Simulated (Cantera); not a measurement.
Input: 1 mol SiH2Cl2, 8 mol N2, held at 160 Pa.

These are equilibrium values from Cantera (NASA tables, ideal gas, pure condensed phases), not measurements of a reactor. Candidate condensed phases: NH4Cl, Si, Si3N4; 28 gas species. N2 is the only nitrogen source here; it is nearly inert below about 1500 K, so the nitride shown seldom forms there in practice. The numbers say what is thermodynamically allowed, not how fast it happens.

Question: Which condensed phases are stable at each of these points (T (K)): 900, 1000, 1100, 1200, 1300, 1400, 1500, 1600, 1700, 1800, 1900, 2000, 2100?

Answer: 
```json
[
 {"T (K)": "900", "condensed phases": "Si3N4(s)", "Si condensed (%)": "82.8"},
 {"T (K)": "1000", "condensed phases": "Si3N4(s)", "Si condensed (%)": "84.2"},
 {"T (K)": "1100", "condensed phases": "Si3N4(s)", "Si condensed (%)": "85.2"},
 {"T (K)": "1200", "condensed phases": "Si3N4(s)", "Si condensed (%)": "84.9"},
 {"T (K)": "1300", "condensed phases": "Si3N4(s)", "Si condensed (%)": "79.5"},
 {"T (K)": "1400", "condensed phases": "Si3N4(s)", "Si condensed (%)": "64.4"},
 {"T (K)": "1500", "condensed phases": "Si3N4(s)", "Si condensed (%)": "46.0"},
 {"T (K)": "1600", "condensed phases": "Si3N4(s)", "Si condensed (%)": "30.6"},
 {"T (K)": "1700", "condensed phases": "Si(l)", "Si condensed (%)": "20.5"},
 {"T (K)": "1800", "condensed phases": "Si(l)", "Si condensed (%)": "19.8"},
 {"T (K)": "1900", "condensed phases": "Si(l)", "Si condensed (%)": "14.1"},
 {"T (K)": "2000", "condensed phases": "gas only", "Si condensed (%)": "0.0"},
 {"T (K)": "2100", "condensed phases": "gas only", "Si condensed (%)": "0.0"}
]
```

From 900 K to 1600 K the condensed part is Si3N4(s). From 1700 K to 1900 K the condensed part is Si(l). From 2000 K to 2100 K nothing is condensed.
